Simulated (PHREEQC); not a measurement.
Solution A (20 mmol/kgw (NH4)2CO3 and 0.53 mmol/kgw NaHF2) is mixed with solution B (0.098 mol/kgw HF, 0.0021 mol/kgw (NH4)2SiF6, 0.031 mol/kgw H3BO3 and 0.00011 mol/kgw HCl) at 25 °C; shares are by mass of water, 1 kg in all. O2 is buffered at 0.21 atm. No CO2 enters from the air. Solids allowed: SiO2(a), Halite, Nahcolite, Natron. Others were left out.

The numbers come from PHREEQC with the ion-association model, wateq4f.dat.

```tsv
share of solution B	pH	SiF6-2 (mol/kgw)	HCO3- (mol/kgw)	BF4- (mol/kgw)	CO2 (mol/kgw)
0	9.20	0	0.0179	0	2.20e-5
0.1	8.59	0	0.0174	0	8.51e-5
0.15	7.74	0	0.0164	2.81e-13	0.000563
0.25	5.75	2.27e-6	0.00344	2.65e-6	0.0116
0.35	4.67	0.000701	0.000310	0.00147	0.0127
0.4	4.41	0.000826	[?]	0.00324	0.0118
0.5	3.91	[?]	4.16e-5	0.00742	[?]
0.6	3.12	0.00125	[?]	0.0118	0.00799
0.65	[?]	0.00135	1.58e-6	0.0135	0.00700
0.75	2.15	0.00154	3.59e-7	0.0160	0.00500
0.85	1.90	0.00174	1.24e-7	0.0184	0.00300
0.9	[?]	[?]	6.81e-8	0.0195	0.00200
1	1.68	0.00203	0	0.0219	0
```

Q: What belongs in the gaps?

A: 
- 0.4, HCO3- (mol/kgw): 0.000159
- 0.5, SiF6-2 (mol/kgw): 0.00104
- 0.5, CO2 (mol/kgw): 0.00996
- 0.6, HCO3- (mol/kgw): 5.37e-6
- 0.65, pH: 2.65
- 0.9, pH: 1.82
- 0.9, SiF6-2 (mol/kgw): 0.00183

Carbamate, which ammonia and carbonate form, is missing from the database. SiF6-2 is the database's only silicon fluoride. Real BF4- forms and hydrolyses slowly; the run takes it at equilibrium.
